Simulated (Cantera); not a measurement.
# Transport properties of process gases

Gas mixture: 39.7 % CH4, 49.5 % CO2, 10.9 % CH3OH, at 0.109 atm, frozen composition.

Cantera's kinetic-theory transport with the Lennard-Jones parameters of GRI-Mech 3.0, ideal gas; thermal conductivity in the mixture-averaged form. Polar gases are described roughly by these parameters. The composition is frozen, though it would react at the higher temperatures.

```csv
T (K),ρ (kg/m³),cp (J/kg/K),μ (µPa s),λ (mW/m/K),Pr,D (cm²/s) H2O,D (cm²/s) NH3,D (cm²/s) H2
400,0.105,1331,17.6,33.9,0.692,2.95,2.88,10.4
550,0.0760,1562,23.0,51.6,0.697,5.49,5.31,17.9
700,0.0597,1767,27.9,70.1,0.703,8.68,8.33,26.9
850,0.0492,1934,32.3,88.3,0.707,12.4,11.9,37.3
1000,0.0418,2082,36.3,106,0.712,16.7,15.9,48.9
1150,0.0364,2201,40.1,123,0.715,21.4,20.3,61.7
```
D: mixture-averaged diffusion coefficient of that species in the mixture.
